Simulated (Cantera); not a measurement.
A freely propagating, adiabatic, planar premixed flame of 7.45 % CH₄, 17.7 % O₂, 66.6 % N₂, 8.19 % CO₂, equivalence ratio 0.84, unburnt at 500 K and 13300 Pa; mixture-averaged transport, grid criteria slope 0.08 and curve 0.16, no radiation.

Computed with Cantera and GRI-Mech 3.0 (53 species, 325 reactions). Burning velocities carry a grid error of a few per cent, more on coarse grids.

Question: Predict: laminar burning velocity; thermal thickness; peak x(CH₂O); peak x(C₂H); peak x(O).

Answer: 
```
Item                          Value
------------------------  ---------
laminar burning velocity  81.0 cm/s
thermal thickness           2.84 mm
peak x(CH₂O)               0.000727
peak x(C₂H)                 1.56e-8
peak x(O)                   0.00547
```
